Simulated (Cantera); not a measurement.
Feed: 1 mol SiH4, 21 mol N2, held at 0.0130 bar.

Cantera equilibrium calculation (NASA polynomials, part measured and part estimated; ideal gas, pure solids and liquids). Candidate condensed phases: Si, Si3N4; 18 gas species. N2 is the only nitrogen source here; it is nearly inert below about 1500 K, so the nitride shown seldom forms there in practice. Rates play no part. All values below are at 1100 °C.

Base state: N2 0.910, H2 0.0895 (mole fractions); condensed: Si3N4(s).

Question: What changes in the equilibrium state with this change: SiH4 replaced by Si2H6?

Answer: 
```tsv
species	before	after
N2	0.910	0.868
H2	0.0895	0.132
H	8.74e-6	1.06e-5
Si3N4(s), mol	0.333	0.667
```
The feed counts by its element totals alone.
